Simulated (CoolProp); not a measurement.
A single-stage vapour-compression cycle with the fluid: evaporating at 290.15 K (dew point), condensing at 338.15 K (bubble point), superheat 8 K, subcooling 2 K, compressor efficiency 0.75, no pressure losses. The same conditions are run with several fluids, on thermodynamics alone (safety and materials aside).

Values from CoolProp's reference Helmholtz-energy equation of state of each fluid (R1233zd(E): Akasaka 2022; n-perfluorobutane: Gao 2022; propyne: Polt 1992; carbonyl sulfide: Lemmon 2006; cyclopentane: Gedanitz 2015; trans-2-butene: Lemmon 2005). The equations of Platzer and Polt are older, rougher fits.

| fluid | cooling COP | pressure ratio | discharge temperature (K) | refrigerating effect (kJ/kg) | volumetric capacity (kJ/m³) |
|---|---|---|---|---|---|
| R1233zd(E) | 3.75 | 4.62 | 351.7 | 145 | 769 |
| n-perfluorobutane | 2.70 | 3.97 | 338.1 | 43.9 | 933 |
| propyne | 3.73 | 3.52 | 371.8 | 375 | 3040 |
| carbonyl sulfide | 3.43 | 2.95 | 392.0 | 194 | 5630 |
| cyclopentane | 3.98 | 5.41 | 363.3 | 335 | 294 |
| trans-2-butene | 3.74 | 3.90 | 353.7 | 292 | 1260 |

The compression ends wet for: n-perfluorobutane.
